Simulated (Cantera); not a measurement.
**Equilibrium for boron, boron nitride and boron oxide: BCl3 + H2O**

A closed system holds: 1 mol BCl3, a varied amount of H2O, equilibrated at 0.510 bar.

Method: chemical equilibrium by Gibbs-energy minimisation in Cantera with the NASA 1993 tables (ideal gas, pure condensed phases). Candidate condensed phases: B, B2O3, B3O3H3, H2O; 33 gas species. The tables' values for BCl2 are old estimates. Gases not in the tables: H3BO3. Equilibrium is a limit: real reactors are often held back by kinetics, nucleation or transport.

Question: Map the stable condensed phases over T = 1425, 1500, 1575, 1650, 1725, 1800, 1875, 1950, 2025, 2100, 2175, 2250, 2325, 2400 K and n(H2O) in mol = 0.29, 0.48, 0.78, 1.3, 2.1, 3.3, 5.4, 8.8, 14.

Answer: 
```
T in K \ n(H2O) in mol
         0.29 0.48 0.78  1.3  2.1  3.3  5.4  8.8   14
   2400     A    A    A    A    A    A    A    A    A
   2325     A    A    A    A    A    A    A    A    A
   2250     A    A    A    A    A    A    A    A    A
   2175     A    A    A    A    A    A    A    A    A
   2100     A    A    A    A    A    A    A    A    A
   2025     A    A    A    A    A    A    A    A    A
   1950     A    A    A    B    A    A    A    A    A
   1875     A    A    B    B    B    A    A    A    A
   1800     A    A    B    B    B    B    A    A    A
   1725     A    A    B    B    B    B    B    A    A
   1650     A    A    B    B    B    B    B    A    A
   1575     A    A    B    B    B    B    B    B    B
   1500     A    A    B    B    B    B    B    B    B
   1425     A    A    B    B    B    B    B    B    B
```
A: gas only; B: B2O3.
